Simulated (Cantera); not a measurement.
A perfectly stirred reactor is fed with CH4 : H2O = 1 : 4.1 (molar parts), at 0.400 bar; it is held at 1450 K, and followed from long to short residence time.

Detailed kinetics in Cantera: GRI-Mech 3.0 (53 species, 325 reactions).

What does this change do: H2O 4.1 to 0.51 parts?


```
quantity                  before     after
----------------------  --------  --------
x(CH4) at τ = 0.330 s      0.166     0.553
x(H2O) at τ = 0.330 s      0.784     0.316
x(HCO) at τ = 0.330 s   1.57e-10  7.79e-11
x(HO2) at τ = 0.330 s     <1e-12    <1e-12
x(C2H2) at τ = 0.330 s    0.0102    0.0280
x(CH4) at τ = 19.0 ms      0.194     0.656
x(H2O) at τ = 19.0 ms      0.803     0.337
x(HCO) at τ = 19.0 ms   7.67e-11  4.80e-11
x(HO2) at τ = 19.0 ms     <1e-12    <1e-12
x(C2H2) at τ = 19.0 ms  0.000141  0.000352
```
GRI-Mech 3.0 stops at C3 and has no aromatics, soot or wall deposition, so with more carbon than oxygen in the feed, carbon stays in small species such as C2H2 where larger ones or solid carbon would form.

What does this change do: H2O 4.1 to 16 parts?


```csv
quantity,before,after
x(CH4) at τ = 0.330 s,0.166,0.0506
x(H2O) at τ = 0.330 s,0.784,0.933
x(HCO) at τ = 0.330 s,1.57e-10,1.55e-10
x(HO2) at τ = 0.330 s,<1e-12,<1e-12
x(C2H2) at τ = 0.330 s,0.0102,0.00294
x(CH4) at τ = 19.0 ms,0.194,0.0583
x(H2O) at τ = 19.0 ms,0.803,0.941
x(HCO) at τ = 19.0 ms,7.67e-11,6.77e-11
x(HO2) at τ = 19.0 ms,<1e-12,<1e-12
x(C2H2) at τ = 19.0 ms,0.000141,4.35e-5
```
